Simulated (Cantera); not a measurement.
A perfectly stirred reactor is fed with H₂ : O₂ : N₂ = 0.97 : 1 : 1.3 (molar parts), at 750 Torr; it is held at 1125 K, and followed from long to short residence time.

Model: the H2/O2 subset of GRI-Mech 3.0, which has no nitrogen chemistry, integrated in Cantera. The temperature is held fixed by assumption; the heat of reaction is taken as removed at once.

Task: What does this change do: N2 1.3 to 9.7 parts?

Result: 
| quantity | before | after |
|---|---|---|
| x(H₂) at τ = 3.50 s | 0.00100 | 7.69e-5 |
| x(O₂) at τ = 3.50 s | 0.185 | 0.0461 |
| x(HO₂) at τ = 3.50 s | 2.48e-5 | 2.74e-6 |
| x(O) at τ = 3.50 s | 7.62e-7 | 1.90e-6 |
| x(H₂O₂) at τ = 3.50 s | 4.41e-6 | 1.72e-7 |
| x(H₂) at τ = 56.0 ms | 0.0135 | 0.00100 |
| x(O₂) at τ = 56.0 ms | 0.190 | 0.0465 |
| x(HO₂) at τ = 56.0 ms | 0.000157 | 1.75e-5 |
| x(O) at τ = 56.0 ms | 1.40e-5 | 4.21e-5 |
| x(H₂O₂) at τ = 56.0 ms | 0.000123 | 1.77e-6 |

Task: What does this change do: pressure from 750 Torr to 405 Torr?

Result: 
```json
[
 {"quantity": "x(H₂) at τ = 3.50 s", "before": "0.00100", "after": "0.000413"},
 {"quantity": "x(O₂) at τ = 3.50 s", "before": "0.185", "after": "0.185"},
 {"quantity": "x(HO₂) at τ = 3.50 s", "before": "2.48e-5", "after": "1.45e-5"},
 {"quantity": "x(O) at τ = 3.50 s", "before": "7.62e-7", "after": "2.43e-6"},
 {"quantity": "x(H₂O₂) at τ = 3.50 s", "before": "4.41e-6", "after": "1.22e-6"},
 {"quantity": "x(H₂) at τ = 56.0 ms", "before": "0.0135", "after": "0.00423"},
 {"quantity": "x(O₂) at τ = 56.0 ms", "before": "0.190", "after": "0.187"},
 {"quantity": "x(HO₂) at τ = 56.0 ms", "before": "0.000157", "after": "8.17e-5"},
 {"quantity": "x(O) at τ = 56.0 ms", "before": "1.40e-5", "after": "6.74e-5"},
 {"quantity": "x(H₂O₂) at τ = 56.0 ms", "before": "0.000123", "after": "1.38e-5"}
]
```
